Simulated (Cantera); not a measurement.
**Equilibrium for silicon epitaxy and polysilicon growth: Si₃H₈ + N₂**

Feed: 1 mol Si₃H₈, 21 mol N₂, held at 1423 K and 1330 Pa.

Method: chemical equilibrium by Gibbs-energy minimisation in Cantera with the NASA 1993 tables (ideal gas, pure condensed phases). Candidate condensed phases: Si, Si₃N₄; 18 gas species. The feed counts by its element totals alone. N₂ is the only nitrogen source here; it is nearly inert below about 1500 K, so the nitride shown seldom forms there in practice. The numbers say what is thermodynamically allowed, not how fast it happens.

```yaml
x(N₂): 0.826
x(H₂): 0.174
x(H): 2.40e-5
n(Si₃N₄(s)): 1.00 mol
gas_amount: 23.00 mol
log10 activity of Si(s) (absent): -2.04
```
